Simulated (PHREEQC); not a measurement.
## Leach liquor

Dissolve 0.0051 mol/kgw H2SO4, 4e-05 mol/kgw CuSO4 and 0.00052 mol/kgw Na2SO4 at 55 °C. Closed to the air; pH follows from the charge balance.

Computed with PHREEQC (ion-association model, wateq4f.dat).

Each row changes one thing in this solution. Precipitation was switched off in this run.

| case | pH | ionic strength (mol/kgw) | SO4-2 (mol/kgw) | HSO4- (mol/kgw) |
|---|---|---|---|---|
| as made | 2.17 | 0.0114 | 0.00287 | 0.00277 |
| Na2SO4 from 0.00052 to 0.000468 mol/kgw | 2.17 | ? | 0.00284 | 0.00275 |
| Na2SO4 from 0.00052 to 0.0026 mol/kgw | ? | 0.0162 | 0.00421 | 0.00344 |
| 0.00046 mol/kgw NaCl added | 2.17 | ? | 0.00288 | 0.00275 |
| 0.0002 mol/kgw KCl added | 2.17 | 0.0116 | 0.00288 | 0.00276 |
| H2SO4 left out | 5.85 | 0.00170 | 0.000554 | 1.35e-7 |
| CuSO4 from 4e-05 to 8e-05 mol/kgw | 2.17 | 0.0115 | 0.00290 | 0.00278 |
| Na2SO4 replaced by ZnSO4 at the same molality | 2.17 | 0.0116 | ? | 0.00271 |
| CuSO4 replaced by Fe2(SO4)3 at the same molality | 2.17 | 0.0115 | 0.00289 | 0.00278 |

**Question.** What belongs in the gaps?

**Answer.** 
- Na2SO4 from 0.00052 to 0.000468 mol/kgw, ionic strength (mol/kgw): 0.0113
- Na2SO4 from 0.00052 to 0.0026 mol/kgw, pH: 2.22
- 0.00046 mol/kgw NaCl added, ionic strength (mol/kgw): 0.0119
- Na2SO4 replaced by ZnSO4 at the same molality, SO4-2 (mol/kgw): 0.00281

Some of these states are supersaturated (in Tenorite (slow to form), Hematite (slow to form), Goethite (slow to form), for instance). Constants without temperature data keep their 25 °C values here.
